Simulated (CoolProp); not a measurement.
A simple Rankine cycle with dimethyl ether: condensing at 289.15 K, boiler at 1.28 MPa, turbine inlet 342.9 K, turbine efficiency 0.6, pump efficiency 0.7, no recuperator. Each further row changes one setting.

Computed with CoolProp (reference Helmholtz-energy equation of state, Wu 2011).

```csv
case,thermal efficiency (%),net work (kJ/kg),heat in (kJ/kg),turbine exit temperature (K),volume ratio over the turbine
as stated,6.3,29.8,476,309.1,2.82
turbine inlet 362.9 K,6.4,32.8,514,330.5,2.79
condensing temperature 281.15 K,7.5,37.0,495,302.1,3.61
boiler pressure 0.896 MPa,4.3,21.2,488,322.1,1.96
turbine efficiency 0.5,5.2,24.6,476,312.3,2.86
```
